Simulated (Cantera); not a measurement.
What does this Cantera script print?

```python
import numpy as np
import cantera as ct

gas = ct.Solution("gri30.yaml")
gas.TPX = 1723, 100000, {'CH4': 1, 'N2': 100}
inlet = ct.Reservoir(gas, clone=True)

reactor = ct.IdealGasConstPressureReactor(gas, energy="off", clone=False)
exhaust = ct.Reservoir(gas, clone=True)
tau = [1.5, 0.49, 0.15, 0.049, 0.015, 0.0048, 0.0015, 0.00048, 0.00015][0]
for a, b in ((inlet, reactor), (reactor, exhaust)):
    ct.MassFlowController(a, b, mdot=lambda t: reactor.mass / tau)
net = ct.ReactorNet([reactor])
show = ['CH4', 'CH3', 'H', 'C2H4', 'HCN', 'H2', 'C2H2']

rows = []
print(f"{'tau/s':>10s}{'T/K':>9s}" + "".join(f"{s:>11s}" for s in show))
for tau in [1.5, 0.49, 0.15, 0.049, 0.015, 0.0048, 0.0015, 0.00048, 0.00015]:
    net.initial_time = 0.0
    net.advance(30 * tau)
    before = gas.X
    net.advance(40 * tau)
    drift = np.max(np.abs(gas.X - before) / (gas.X + 1e-9))
    rows.append([gas.T, *gas[show].X, drift])
    print(f"{tau:10.3e}{gas.T:9.1f}" + "".join(f"{x:11.3e}" for x in gas[show].X))
```

It prints:

```
     tau/s      T/K        CH4        CH3          H       C2H4        HCN         H2       C2H2
 1.500e+00   1723.0  7.331e-04  2.221e-05  2.052e-05  5.399e-06  2.176e-05  1.357e-02  4.511e-03
 4.900e-01   1723.0  1.259e-03  3.789e-05  1.935e-05  1.091e-05  1.125e-05  1.278e-02  4.243e-03
 1.500e-01   1723.0  2.178e-03  6.513e-05  1.739e-05  2.860e-05  5.345e-06  1.137e-02  3.758e-03
 4.900e-02   1723.0  3.499e-03  1.044e-04  1.471e-05  7.425e-05  2.379e-06  9.315e-03  3.038e-03
 1.500e-02   1723.0  5.342e-03  1.601e-04  1.100e-05  1.819e-04  8.281e-07  6.403e-03  1.984e-03
 4.800e-03   1723.0  7.286e-03  2.124e-04  6.814e-06  3.058e-04  2.078e-07  3.326e-03  8.629e-04
 1.500e-03   1723.0  9.006e-03  2.053e-04  2.663e-06  1.962e-04  2.005e-08  8.900e-04  1.252e-04
 4.800e-04   1723.0  9.735e-03  1.046e-04  7.320e-07  2.189e-05  6.291e-10  1.108e-04  3.335e-06
 1.500e-04   1723.0  9.862e-03  3.623e-05  4.050e-07  8.778e-07  2.638e-11  2.025e-05  3.721e-08
```

Cantera simulation using GRI-Mech 3.0 (53 species, 325 reactions); the numbers are that mechanism's predictions, not measurements. GRI-Mech 3.0 stops at C3 and has no aromatics, soot or wall deposition, so with more carbon than oxygen in the feed, carbon stays in small species such as C2H2 where larger ones or solid carbon would form.
